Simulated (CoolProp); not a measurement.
Carbonyl sulfide along the isotherm 427 K: Z from the reference equation and from simpler models built on Tc = 378.8 K, pc = 6.369 MPa, ω = 0.098; each cubic takes its own stable root.

Model: reference Helmholtz-energy equation of state, Lemmon 2006, in CoolProp. It is a short technical equation, of lower accuracy than the large ones.

```tsv
p (MPa)	phase	reference	van der Waals	Peng-Robinson
0.158	gas	0.9943	0.9945	0.9933
0.246	gas	0.9911	0.9914	0.9896
0.383	gas	0.9860	0.9866	0.9838
0.597	gas	0.9781	0.9789	0.9747
0.929	gas	0.9657	0.9669	0.9605
1.45	gas	0.9458	0.9476	0.9379
2.25	gas	0.9143	0.9167	0.9026
3.51	gas	0.8618	0.8644	0.8452
5.46	gas	0.7724	0.7717	0.7516
8.51	supercritical	0.6092	0.5765	0.5950
13.2	supercritical	0.4344	0.4831	0.4554
20.6	supercritical	0.5045	0.6261	0.5097
32.1	supercritical	0.6826	0.8707	0.6619
50	supercritical	0.9594	1.243	0.9043
```
